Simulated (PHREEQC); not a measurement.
A solution holds 9.4 mmol/kgw NaHF2, at 25 °C. Closed to the air; pH follows from the charge balance.

Equilibrium calculation in PHREEQC: ion-association model, phreeqc.dat.

No solid was allowed to form.

Task: Order these F species by the share of F that they hold, largest first: F-, HF2-, NaF, HF.

Result: F- (52 %), HF (45 %), HF2- (3.3 %), NaF (0.23 %)

The pH is 3.19 and the ionic strength 0.0101 mol/kgw.
